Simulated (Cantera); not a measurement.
A closed system holds: 1 mol H2S, 0.01 mol SO2, 0.42 mol H2, equilibrated at 3050 K and 91.0 Pa.

Equilibrium computed with Cantera from the NASA thermochemical tables; the gas is ideal and each condensed phase is pure. Candidate condensed phases: H2O, H2SO4, S; 19 gas species. The numbers say what is thermodynamically allowed, not how fast it happens.

Base state: H 0.717, S 0.262, H2 0.0139, O 0.00458, SH 0.00104, S2 0.000733, SO 0.000520, OH 0.000145 (mole fractions); condensed: gas only.

**Question.** What changes in the equilibrium state with this change: SO2 from 0.01 to 0.0044 mol?

**Answer.** 
```
species    before     after
-------  --------  --------
H           0.717     0.720
S           0.262     0.262
H2         0.0139    0.0140
O         0.00458   0.00202
SO       0.000520  0.000230
OH       0.000145   6.45e-5
SH        0.00104   0.00104
```
